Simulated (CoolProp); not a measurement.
Computed with CoolProp (reference Helmholtz-energy equation of state, de Reuck 1993).

Give the vapour pressure (kPa), vapour density (kg/m³), surface tension (mN/m), vapour viscosity (µPa s) of saturated methanol at 309.3, 323.3 K.


| T (K) | p (kPa) | vapour density (kg/m³) | surface tension (mN/m) | vapour viscosity (µPa s) |
|---|---|---|---|---|
| 309.3 | 29.6 | 0.381 | 21.2 | 9.97 |
| 323.3 | 56.0 | 0.696 | 20.0 | 10.4 |

Viscosity comes from a separate model (Xiang 2006). Surface tension comes from a separate correlation (Mulero 2012).
